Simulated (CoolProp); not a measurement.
Toluene at 465.02 K and 0.389 MPa flows at 0.11 m/s in a round tube of 6 mm bore and 15 µm roughness, fully developed (64/Re and Nu = 3.66 if laminar; Colebrook and Gnielinski if turbulent). Each further row changes one setting.

The numbers come from the reference Helmholtz-energy equation of state, Lemmon 2006 in CoolProp. It is a short technical equation, of lower accuracy than the large ones.

| case | Reynolds number | Darcy friction factor | pressure drop (Pa/m) | heat-transfer coefficient (W/(m² K)) | mass flow (kg/h) |
|---|---|---|---|---|---|
| as stated | 628 | 0.102 | 1.04 | 15.7 | 0.113 |
| velocity 0.22 m/s | 1260 | 0.0509 | 2.08 | 15.7 | 0.226 |
| diameter 12 mm | 1260 | 0.0509 | 0.260 | 7.85 | 0.453 |

Viscosity comes from a separate model (Avgeri 2015). Thermal conductivity comes from a separate model (Assael 2012).
